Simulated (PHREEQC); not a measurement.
## Acid rinse or clean (model solution)

Dissolve 0.013 mol/kgw HNO3 and 0.0046 mol/kgw KCl at 68 °C. Closed to the air; pH follows from the charge balance.

Model: ion-association model, phreeqc.dat, run in PHREEQC.

Precipitation was switched off in this run.

Problem. Predict the pH.

Solution. pH 1.94.

Constants without temperature data keep their 25 °C values here.
